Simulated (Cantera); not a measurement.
An adiabatic, constant-pressure homogeneous reactor starts with 27.2 % H2, 13.6 % O2, 51.6 % N2, 7.61 % H2O, at 1275 K and 1.01 bar.

Cantera simulation using the H2/O2 subset of GRI-Mech 3.0, which has no nitrogen chemistry; the numbers are that mechanism's predictions, not measurements.

One state of this run: T (K) = 2689; x H2 = 0.0388; x O2 = 0.0142; x H2O = 0.332; x H2O2 = 4.10e-7; x HO2 = 5.48e-6; x OH = 0.0233; x O = 0.00411. x: mole fraction; the columns are a selection and need not sum to one.

### Question
Which value of t (s) does it belong to?
A) 3.39e-5
B) 0.000606
C) 6.96e-5
D) 8.00e-6

### Answer
B, 0.000606
